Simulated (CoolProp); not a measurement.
Vapour-liquid equilibrium of CHF3 (R23) (1) + C2F6 (R116) (2) at 223.8 K; x and y are mole fractions of (1).

Computed with CoolProp (multi-fluid Helmholtz-energy mixture model, Penoncello 2003 and Lemmon 2006; pair parameters Bell 2016).

```
x      bubble pressure, mixture model (MPa)  bubble pressure, Raoult's law (MPa)  y, mixture model  y, Raoult's law
-----  ------------------------------------  -----------------------------------  ----------------  ---------------
0.05                                 0.4346                               0.3855             0.152            0.064
0.125                                0.4953                               0.3938             0.291            0.156
0.2                                  0.5371                               0.4022             0.379            0.245
0.275                                0.5657                               0.4106             0.440            0.329
0.35                                 0.5851                               0.4190             0.486            0.411
0.425                                0.5978                               0.4274             0.525            0.489
0.5                                  0.6056                               0.4358             0.559            0.564
0.575                                0.6092                               0.4442             0.592            0.637
0.65                                 0.6087                               0.4526             0.626            0.706
0.725                                0.6035                               0.4610             0.666            0.773
0.8                                  0.5915                               0.4694             0.717            0.838
0.875                                0.5692                               0.4778             0.786            0.901
0.95                                 0.5307                               0.4862             0.892            0.961
```

The largest gap from Raoult's law is +39.9 % in bubble pressure, at x = 0.425. y crosses x between x = 0.575 and 0.65: the model has an azeotrope there.

Pair parameters are fitted to limited data, so mixtures are less certain than the pure fluids.
